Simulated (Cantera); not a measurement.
# Halide evaporation, hydrolysis and transport: PbCl₂ + H₂

Charge: 1 mol PbCl₂, 4.4 mol H₂, at 1.20 mbar.

Method: chemical equilibrium by Gibbs-energy minimisation in Cantera with the NASA 1993 tables (ideal gas, pure condensed phases). Candidate condensed phases: Pb, PbCl₂; 10 gas species. The tables' values for PbCl₄ are old estimates; treat these amounts as uncertain. Kinetics and transport are ignored.

| T (°C) | x H₂ | x HCl | x Pb | x PbCl | x PbCl₂ | n Pb(l) |
|---|---|---|---|---|---|---|
| 775 | 0.653 | 0.190 | 0.0372 | 0.0890 | 0.0304 | 0.0785 |
| 825 | 0.632 | 0.201 | 0.0554 | 0.0906 | 0.0205 | 0 |
| 875 | 0.615 | 0.220 | 0.0689 | 0.0826 | 0.0133 | 0 |
| 925 | 0.600 | 0.237 | 0.0819 | 0.0729 | 0.00848 | 0 |
| 975 | 0.588 | 0.250 | 0.0937 | 0.0629 | 0.00538 | 0 |
| 1025 | 0.577 | 0.262 | 0.104 | 0.0534 | 0.00341 | 0 |
| 1075 | 0.569 | 0.271 | 0.113 | 0.0448 | 0.00218 | 0 |
| 1125 | 0.562 | 0.278 | 0.121 | 0.0375 | 0.00140 | 0 |
| 1175 | 0.556 | 0.284 | 0.127 | 0.0312 | 0.000911 | 0 |
| 1225 | 0.552 | 0.289 | 0.132 | 0.0260 | 0.000600 | 0 |
| 1275 | 0.548 | 0.293 | 0.136 | 0.0218 | 0.000402 | 0 |
| 1325 | 0.545 | 0.296 | 0.139 | 0.0183 | 0.000273 | 0 |
| 1375 | 0.542 | 0.298 | 0.142 | 0.0154 | 0.000188 | 0 |
| 1425 | 0.539 | 0.299 | 0.144 | 0.0130 | 0.000132 | 0 |
x: gas mole fraction; n: condensed amount in mol.

At 775 °C the condensed part is Pb(l). From 825 °C to 1425 °C nothing is condensed. The main Pb-bearing gas is PbCl at 775 °C and Pb at 1425 °C.
